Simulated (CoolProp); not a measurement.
A single-stage vapour-compression cycle with ethylene: evaporating at 204.15 K (dew point), condensing at 252.15 K (bubble point), superheat 10 K, subcooling 0 K, compressor efficiency 0.75, no pressure losses. Each further row changes one setting.

Values from CoolProp's reference Helmholtz-energy equation of state, Smukala 2000.

```
case                              cooling COP  pressure ratio  discharge temperature (K)  refrigerating effect (kJ/kg)  volumetric capacity (kJ/m³)
--------------------------------  -----------  --------------  -------------------------  ----------------------------  ---------------------------
as stated                                2.21            4.58                      322.3                           303                         2820
evaporating temperature 209.15 K         2.60            3.78                      314.2                           306                            …
condensing temperature 247.15 K          2.59               …                          …                           319                         2970
subcooling 5 K                              …            4.58                      322.3                           319                         2980
superheat 20 K                              …            4.58                      334.7                           318                         2790
compressor efficiency 0.65               1.92            4.58                      333.6                           303                         2820
```

Task: Fill in the missing entries.

Result: 
- evaporating temperature 209.15 K, volumetric capacity (kJ/m³): 3430
- condensing temperature 247.15 K, pressure ratio: 4.01
- condensing temperature 247.15 K, discharge temperature (K): 312.3
- subcooling 5 K, cooling COP: 2.34
- superheat 20 K, cooling COP: 2.19
